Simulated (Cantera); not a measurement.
A closed system holds: 1 mol H2S, 2.4 mol H2O, 0.088 mol H2, held at 1350 K and 0.133 bar.

Cantera equilibrium calculation (NASA polynomials, part measured and part estimated; ideal gas, pure solids and liquids). Candidate condensed phases: H2O, H2SO4, S; 19 gas species. The numbers say what is thermodynamically allowed, not how fast it happens.

What is the equilibrium state?


```json
{
  "x(H2O)": "0.627",
  "x(H2)": "0.172",
  "x(H2S)": "0.130",
  "x(S2)": "0.0646",
  "x(SO2)": "0.00579",
  "x(SH)": "0.000880",
  "x(S2O)": "0.000305",
  "x(SO)": "0.000185",
  "x(S)": "4.10e-6",
  "gas_amount": "3.756 mol",
  "log10 activity of S(l) (absent)": "-2.07"
}
```
